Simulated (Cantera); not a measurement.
## Adiabatic ignition

An adiabatic, constant-volume homogeneous reactor starts with CH4 : CO : O2 : N2 = 1 : 0.57 : 3.94 : 14.8 (molar parts), at 1325 K and 1000000 Pa.

Detailed kinetics in Cantera: GRI-Mech 3.0 (53 species, 325 reactions).

```tsv
t (s)	T (K)	P (bar)	x CH4	x CO	x O2	x N2O	x NO
3.00e-6	1325	10.00	0.0492	0.0281	0.194	<1e-12	<1e-12
7.54e-6	1325	10.00	0.0492	0.0281	0.194	1.19e-12	<1e-12
1.89e-5	1325	10.0	0.0492	0.0281	0.194	4.81e-12	<1e-12
4.75e-5	1325	10.0	0.0492	0.0281	0.194	2.13e-11	<1e-12
0.000119	1325	10.0	0.0492	0.0281	0.194	1.08e-10	<1e-12
0.000300	1327	10.0	0.0489	0.0280	0.194	5.66e-10	<1e-12
0.000754	1348	10.2	0.0466	0.0282	0.192	5.02e-9	1.01e-12
0.00189	2696	20.2	<1e-12	0.00569	0.0744	4.26e-6	0.0156
0.00475	2691	20.2	<1e-12	0.00563	0.0733	4.29e-6	0.0179
0.0119	2691	20.2	<1e-12	0.00563	0.0733	4.29e-6	0.0179
0.0300	2691	20.2	<1e-12	0.00563	0.0733	4.29e-6	0.0179
0.0754	2691	20.2	<1e-12	0.00563	0.0733	4.29e-6	0.0179
0.189	2691	20.2	<1e-12	0.00563	0.0733	4.29e-6	0.0179
0.475	2691	20.2	<1e-12	0.00563	0.0733	4.29e-6	0.0179
1.19	2691	20.2	<1e-12	0.00563	0.0733	4.29e-6	0.0179
3.00	2691	20.2	<1e-12	0.00563	0.0733	4.29e-6	0.0179
```
x: mole fraction; the columns are a selection and need not sum to one.

| Item | Value |
|---|---|
| time of steepest temperature rise | 0.950 ms |
| temperature at 3.00 s | 2691 K |
| equilibrium temperature | 2691 K |
| x(CH4) at 3.00 s | <1e-12 (gas-phase equilibrium <1e-12) |
| x(CO) at 3.00 s | 0.00563 (gas-phase equilibrium 0.00563) |
| x(O2) at 3.00 s | 0.0733 (gas-phase equilibrium 0.0733) |
